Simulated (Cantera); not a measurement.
A closed system holds: 1 mol Si, 0.13 mol CO₂, 1.5 mol H₂, at 1873.15 K and 1.00 bar.

These are equilibrium values from Cantera (NASA tables, ideal gas, pure condensed phases), not measurements of a reactor. Candidate condensed phases: C, C₆H₆, C₇H₈, C₈H₁₈, H₂O, Si, SiC, SiO₂; 123 gas species. Each liquid is taken as pure. Mutual solubility and eutectic melting of coexisting phases are not modelled. The tables hold silica as quartz up to 1696 K and as liquid above; real silica turns to tridymite and cristobalite and melts near 1996 K. Gases not in the tables: Si₂H₆ and higher silanes. Rates play no part.

Base state: H₂ 0.890, SiO 0.0936, CO 0.0152, H 0.000610, H₂O 8.20e-5, SiH₂ 4.37e-5, CH₄ 1.60e-5 (mole fractions); condensed: Si(l) + SiC(s) + SiO₂(condensed).

Q: What changes in the equilibrium state with this change: temperature from 1873.15 K to 1975 K?

A: 
| species | before | after |
|---|---|---|
| H₂ | 0.890 | 0.851 |
| SiO | 0.0936 | 0.115 |
| CO | 0.0152 | 0.0326 |
| Si | 8.84e-6 | 3.23e-5 |
| SiH | 7.77e-6 | 2.15e-5 |
| H | 0.000610 | 0.00126 |
| SiH₂ | 4.37e-5 | 7.82e-5 |
| Si(l), mol | 0.700 | 0.725 |
| SiC(s), mol | 0.104 | 0.0725 |
| SiO₂(condensed), mol | 0.0383 | 0 |
